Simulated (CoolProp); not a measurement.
R236FA along the isobar 1.08 MPa: Z from the reference equation and from simpler models built on Tc = 398.1 K, pc = 3.191 MPa, ω = 0.377; each cubic takes its own stable root.

Values from CoolProp's reference Helmholtz-energy equation of state, Pan 2012.

```json
[
 {"T (K)": "247.7", "phase": "liquid", "reference": "0.05241"},
 {"T (K)": "258.5", "phase": "liquid", "reference": "0.05129"},
 {"T (K)": "269.4", "phase": "liquid", "reference": "0.05033"},
 {"T (K)": "280.3", "phase": "liquid", "reference": "0.04953"},
 {"T (K)": "291.2", "phase": "liquid", "reference": "0.04889"},
 {"T (K)": "302.1", "phase": "liquid", "reference": "0.04841"},
 {"T (K)": "312.9", "phase": "liquid", "reference": "0.04812"},
 {"T (K)": "323.8", "phase": "liquid", "reference": "0.04803"},
 {"T (K)": "334.7", "phase": "liquid", "reference": "0.04819"},
 {"T (K)": "345.6", "phase": "liquid", "reference": "0.04870"},
 {"T (K)": "356.5", "phase": "gas", "reference": "0.7871"},
 {"T (K)": "367.4", "phase": "gas", "reference": "0.8160"},
 {"T (K)": "378.2", "phase": "gas", "reference": "0.8390"},
 {"T (K)": "389.1", "phase": "gas", "reference": "0.8581"},
 {"T (K)": "400", "phase": "gas", "reference": "0.8741"}
]
```

Task: How far does each simpler model (Redlich-Kwong, Soave-Redlich-Kwong) lie from the reference over these 15 states: mean and median of the absolute difference, and the worst?

Result: 
- Redlich-Kwong: mean 212.3 %, median 16.6 %, worst +1534.7 % at 345.6 K and 1.08 MPa
- Soave-Redlich-Kwong: mean 8.1 %, median 10.4 %, worst +15.4 % at 345.6 K and 1.08 MPa

At some of these states Redlich-Kwong gives the other phase, because its saturation line lies elsewhere.
